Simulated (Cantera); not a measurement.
What does this Cantera script print?

```python
import numpy as np
import cantera as ct

gas_names = """
    CL CL2 H HCL H2 Si SiCL SiCL2 SiCL3 SiCL4 SiH SiHCL3 SiH2 SiH2CL2 SiH3 SiH3CL SiH4 Si2 Si3
""".split()
cond_names = """
    Si(cr) Si(L)
""".split()


# ... load() reads the species with a 1 bar reference pressure and builds the phases ...
atoms = {
    'Si': {'Si': 1},
    'Cl2': {'CL': 2},
    'H2': {'H': 2},
}
top_T = {}  # K; cautious upper limits of use, not melting points


# ... equilibrate(T, P, feed) seeds the gas with the atoms and calls Mixture.equilibrate('TP', solver="vcs", rtol=1e-11, max_steps=5000) ...
results = []
feed = {'Si': 1, 'Cl2': 2.5, 'H2': 6.4}  # mol
T = 1025  # K
for P in [1, 3.6, 13, 46, 170, 600, 2200, 7700, 28000, 100000]:
    mix = equilibrate(T, P, feed)
    results.append((T, P, feed, dict(zip(mix.species_names, mix.species_moles))))

top = {s: max(r[3][s] / sum(r[3][g] for g in gas_names) for r in results) for s in gas_names}
cols = sorted((s for s in top if top[s] > 0.001), key=lambda s: -top[s])[:8]
seen = [c for c in cond_names if any(r[3].get(c, 0) > 1e-12 for r in results)]
print("log10 of partial pressures in bar; condensed amounts in mol")
print(f"{'P/Pa':>10s}" + "".join(f"{s[:9]:>10s}" for s in cols + seen))
for T, P, feed, n in results:
    ng = sum(n[g] for g in gas_names)
    print(f"{P:10.4g}" + "".join(f"{np.log10(max(n[s] / ng * P / 1e5, 1e-99)):10.3f}" for s in cols)
          + "".join(f"{n.get(c, 0):10.4g}" for c in seen))
```

Result:

```
log10 of partial pressures in bar; condensed amounts in mol
      P/Pa        H2       HCL     SiCL4     SiCL2     SiCL3    SiHCL3
         1    -5.192    -5.624    -6.273    -6.276    -6.934    -7.907
       3.6    -4.612    -5.145    -5.559    -5.939    -6.408    -7.091
        13    -4.036    -4.660    -4.905    -5.679    -5.952    -6.346
        46    -3.477    -4.163    -4.303    -5.511    -5.567    -5.682
       170    -2.904    -3.625    -3.709    -5.420    -5.224    -5.052
       600    -2.354    -3.090    -3.149    -5.381    -4.925    -4.478
      2200    -1.788    -2.531    -2.580    -5.364    -4.632    -3.903
      7700    -1.244    -1.990    -2.034    -5.357    -4.355    -3.354
   2.8e+04    -0.683    -1.430    -1.472    -5.354    -4.073    -2.791
     1e+05    -0.130    -0.877    -0.919    -5.353    -3.796    -2.237
```

Equilibrium computed with Cantera from the NASA thermochemical tables; the gas is ideal and each condensed phase is pure. The tables' values for SiCl3 are old estimates; treat these amounts as uncertain.
